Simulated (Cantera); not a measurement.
Equilibrium for silicon oxide and oxynitride deposition: TEOS + N₂O + N₂

A closed system holds: 1 mol TEOS, 0.24 mol N₂O, 36 mol N₂, equilibrated at 1.00 bar.

Equilibrium computed with Cantera from the NASA thermochemical tables; the gas is ideal and each condensed phase is pure. Candidate condensed phases: C, C₆H₆, C₇H₈, C₈H₁₈, H₂O, Si, SiC, SiO₂, Si₂N₂O, Si₃N₄; 151 gas species. The feed counts by its element totals alone. Mutual solubility and eutectic melting of coexisting phases are not modelled. The tables hold silica as quartz up to 1696 K and as liquid above; real silica turns to tridymite and cristobalite and melts near 1996 K. The numbers say what is thermodynamically allowed, not how fast it happens.

```csv
T (°C),log p N₂,log p H₂,log p CO,log p CH₄,log p H₂O,log p CO₂,log p HCN,log p NH₃,n C(graphite),n SiO₂(β-quartz),n Si₂N₂O(s)
775,-0.12,-0.70,-1.36,-2.63,-2.78,-3.37,-5.38,-4.48,5.75,1.00,0
800,-0.12,-0.69,-1.35,-2.73,-2.93,-3.55,-5.22,-4.54,5.74,1.00,0
825,-0.13,-0.69,-1.35,-2.82,-3.08,-3.73,-5.07,-4.59,5.74,1.00,0
850,-0.13,-0.69,-1.34,-2.91,-3.21,-3.90,-4.93,-4.65,5.74,1.00,0
875,-0.13,-0.69,-1.34,-3.00,-3.35,-4.07,-4.80,-4.71,5.74,1.00,0
900,-0.13,-0.69,-1.34,-3.09,-3.48,-4.23,-4.67,-4.76,5.74,1.00,0
925,-0.13,-0.69,-1.34,-3.17,-3.60,-4.39,-4.54,-4.81,5.74,1.00,0
950,-0.13,-0.69,-1.34,-3.25,-3.72,-4.54,-4.43,-4.86,5.74,1.00,0
975,-0.13,-0.69,-1.34,-3.33,-3.84,-4.68,-4.31,-4.91,5.74,1.00,0
1000,-0.13,-0.69,-1.34,-3.40,-3.95,-4.82,-4.20,-4.95,5.74,1.00,0
1025,-0.13,-0.69,-1.34,-3.47,-4.06,-4.95,-4.10,-5.00,5.74,1.00,0
1050,-0.13,-0.69,-1.21,-3.55,-4.04,-4.82,-4.00,-5.05,4.96,0.473,0.263
1075,-0.14,-0.70,-1.12,-3.63,-4.05,-4.77,-3.91,-5.10,4.25,0,0.500
1100,-0.14,-0.70,-1.12,-3.69,-4.15,-4.89,-3.82,-5.14,4.25,0,0.500
```
log p: log10 of the partial pressure in bar; n: condensed amount in mol.

From 775 °C to 1025 °C the condensed part is C(graphite) + SiO₂(β-quartz). At 1050 °C the condensed part is C(graphite) + SiO₂(β-quartz) + Si₂N₂O(s). From 1075 °C to 1100 °C the condensed part is C(graphite) + Si₂N₂O(s).
